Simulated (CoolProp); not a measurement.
R236FA along the isotherm 126.85 °C: fugacity coefficient from the reference equation and from simpler models built on Tc = 124.9 °C, pc = 3191 kPa, ω = 0.377; each cubic takes its own stable root.

The numbers come from the reference Helmholtz-energy equation of state, Pan 2012 in CoolProp.

| p (kPa) | phase | reference |
|---|---|---|
| 2280 | gas | 0.7633 |
| 4560 | supercritical | 0.5062 |
| 6840 | supercritical | 0.3768 |
| 9120 | supercritical | 0.3132 |
| 11400 | supercritical | 0.2766 |
| 13700 | supercritical | 0.2535 |
| 16000 | supercritical | 0.2385 |
| 18200 | supercritical | 0.2291 |
| 20500 | supercritical | 0.2227 |
| 22800 | supercritical | 0.2190 |
| 25100 | supercritical | 0.2173 |
| 27400 | supercritical | 0.2173 |
| 29600 | supercritical | 0.2184 |
| 31900 | supercritical | 0.2208 |

### Question
How far does each simpler model (van der Waals, Soave-Redlich-Kwong, Peng-Robinson) lie from the reference over these 14 states: mean and median of the absolute difference, and the worst?

### Answer
- van der Waals: mean 36.5 %, median 36.3 %, worst +69.7 % at 126.85 °C and 31900 kPa
- Soave-Redlich-Kwong: mean 10.1 %, median 11.1 %, worst +15.6 % at 126.85 °C and 31900 kPa
- Peng-Robinson: mean 0.8 %, median 0.6 %, worst -2.3 % at 126.85 °C and 31900 kPa
